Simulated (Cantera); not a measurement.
Input: 1 mol Zr, 9.3 mol N2O, 53 mol H2, 4.6 mol H2O.

Cantera equilibrium calculation (NASA polynomials, part measured and part estimated; ideal gas, pure solids and liquids). Candidate condensed phases: H2O, Zr, ZrN, ZrO2; 28 gas species. Rates play no part.

Stable condensed phases, one row left out:

```
T in K \ P in Pa
            0.10    0.75     5.6      42     320    2400   18000  130000 1000000
   2525        A       A       A       B       B       B       B       B       B
   2475        A       A       B       B       B       B       B       B       B
   2425        A       A       B       B       B       B       B       B       B
   2375        A       A       B       B       B       B       B       B       B
   2275        A       B       B       B       B       B       B       B       B
   2225        B       B       B       B       B       B       B       B       B
   2175        B       B       B       B       B       B       B       B       B
   2125        B       B       B       B       B       B       B       B       B
```

A: gas only; B: ZrO2.

Task: Give the row for 2325 K.

Result: 0.10: gas only; 0.75: ZrO2; 5.6: ZrO2; 42: ZrO2; 320: ZrO2; 2400: ZrO2; 18000: ZrO2; 130000: ZrO2; 1000000: ZrO2.
